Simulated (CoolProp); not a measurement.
R22 at several states: Z from the reference equation and from simpler models built on Tc = 96.1 °C, pc = 49.90 bar, ω = 0.221; each cubic takes its own stable root.

Computed with CoolProp (reference Helmholtz-energy equation of state, Kamei 1995).

| T (°C) | p (bar) | phase | reference |
|---|---|---|---|
| -142.25 | 182 | liquid | 0.8523 |
| 170.35 | 66.3 | supercritical | 0.7310 |
| -110.25 | 10.4 | liquid | 0.04151 |

How far does each simpler model (van der Waals, Soave-Redlich-Kwong, Peng-Robinson) lie from the reference over these 3 states: mean and median of the absolute difference, and the worst?


- van der Waals: mean 47.2 %, median 67.7 %, worst +67.9 % at -110.25 °C and 10.4 bar
- Soave-Redlich-Kwong: mean 9.3 %, median 11.6 %, worst +13.5 % at -142.25 °C and 182 bar
- Peng-Robinson: mean 1.2 %, median 1.4 %, worst -1.5 % at 170.35 °C and 66.3 bar
